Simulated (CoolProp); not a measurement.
Vapour-liquid equilibrium of R143a (1) + dimethyl ether (2) at 3.75 bar; x and y are mole fractions of (1).

The numbers come from the multi-fluid Helmholtz-energy mixture model, Lemmon and Jacobsen 2000 and Wu 2011; pair parameters Bell 2016 in CoolProp.

Give the bubble temperature and the first vapour's composition at x = 0.125, 0.425, 0.875. Is there an azeotrope?

x = 0.125: 278.1 K, y = 0.249; x = 0.425: 269.0 K, y = 0.619; x = 0.875: 260.0 K, y = 0.933. No azeotrope shows between x = 0.05 and 0.95.

Pair parameters are fitted to limited data, so mixtures are less certain than the pure fluids.
